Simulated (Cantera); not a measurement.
Equilibrium for silicon oxide and oxynitride deposition: SiF₄ + N₂O

Input: 1 mol SiF₄, 11 mol N₂O, at 1.58 Torr.

Method: chemical equilibrium by Gibbs-energy minimisation in Cantera with the NASA 1993 tables (ideal gas, pure condensed phases). Candidate condensed phases: Si, SiO₂, Si₂N₂O, Si₃N₄; 28 gas species. The tables' values for SiF₃, SiO₂ are old estimates; treat these amounts as uncertain. The tables hold silica as quartz up to 1696 K and as liquid above; real silica turns to tridymite and cristobalite and melts near 1996 K. Kinetics and transport are ignored.

| T (K) | x N₂ | x O₂ | x SiF₄ | x O | x NO | x F | n SiO₂(β-quartz) | n SiO₂(condensed) |
|---|---|---|---|---|---|---|---|---|
| 900 | 0.629 | 0.314 | 0.0571 | 6.59e-11 | 1.01e-5 | 5.09e-12 | 0 | 0 |
| 1050 | 0.629 | 0.314 | 0.0571 | 8.18e-9 | 5.77e-5 | 7.27e-10 | 0 | 0 |
| 1200 | 0.628 | 0.314 | 0.0571 | 3.07e-7 | 0.000214 | 3.03e-8 | 0 | 0 |
| 1350 | 0.628 | 0.314 | 0.0571 | 5.16e-6 | 0.000591 | 5.55e-7 | 0 | 0 |
| 1500 | 0.628 | 0.314 | 0.0571 | 4.95e-5 | 0.00133 | 5.72e-6 | 0 | 0 |
| 1650 | 0.627 | 0.313 | 0.0571 | 0.000316 | 0.00260 | 3.87e-5 | 0.000127 | 0 |
| 1800 | 0.626 | 0.311 | 0.0570 | 0.00148 | 0.00451 | 0.000192 | 0 | 0.000428 |
| 1950 | 0.623 | 0.307 | 0.0564 | 0.00546 | 0.00715 | 0.000834 | 0 | 0 |
| 2100 | 0.616 | 0.297 | 0.0546 | 0.0165 | 0.0105 | 0.00381 | 0 | 0 |
x: gas mole fraction; n: condensed amount in mol.

From 900 K to 1500 K nothing is condensed. At 1650 K the condensed part is SiO₂(β-quartz). At 1800 K the condensed part is SiO₂(condensed). From 1950 K to 2100 K nothing is condensed. The main Si-bearing gas is SiF₄ throughout.
